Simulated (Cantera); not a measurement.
## Equilibrium for silicon epitaxy and polysilicon growth: SiH2Cl2 + H2

A closed system holds: 1 mol SiH2Cl2, 130 mol H2, equilibrated at 0.220 bar.

Cantera equilibrium calculation (NASA polynomials, part measured and part estimated; ideal gas, pure solids and liquids). Candidate condensed phases: Si; 19 gas species. The tables' values for SiCl3 are old estimates; treat these amounts as uncertain. Equilibrium is a limit: real reactors are often held back by kinetics, nucleation or transport.

```
T (K)  log p H2  log p HCl  log p SiHCl3  log p SiCl4  log p SiCl2  log p SiH2Cl2  log p SiCl3  n Si(s)
-----  --------  ---------  ------------  -----------  -----------  -------------  -----------  -------
1000      -0.66      -2.90         -3.51        -3.60        -4.90          -4.40        -4.94    0.626
1025      -0.66      -2.82         -3.57        -3.66        -4.73          -4.42        -4.86    0.664
1050      -0.66      -2.76         -3.63        -3.74        -4.58          -4.46        -4.79    0.704
1075      -0.66      -2.70         -3.71        -3.84        -4.45          -4.50        -4.75    0.745
1100      -0.66      -2.65         -3.80        -3.96        -4.34          -4.56        -4.72    0.783
1125      -0.66      -2.62         -3.91        -4.10        -4.24          -4.63        -4.72    0.817
1150      -0.66      -2.58         -4.03        -4.26        -4.16          -4.70        -4.73    0.846
1175      -0.66      -2.56         -4.17        -4.44        -4.10          -4.79        -4.76    0.869
1200      -0.66      -2.55         -4.31        -4.63        -4.05          -4.88        -4.81    0.886
1225      -0.66      -2.53         -4.47        -4.83        -4.02          -4.98        -4.88    0.899
```
log p: log10 of the partial pressure in bar; n: condensed amount in mol.

From 1000 K to 1225 K the condensed part is Si(s). The main Si-bearing gas is SiHCl3 at 1000 K and SiCl2 at 1225 K. The share of Si in condensed phases is highest at 1225 K (89.9 %) and lowest at 1000 K (62.6 %).
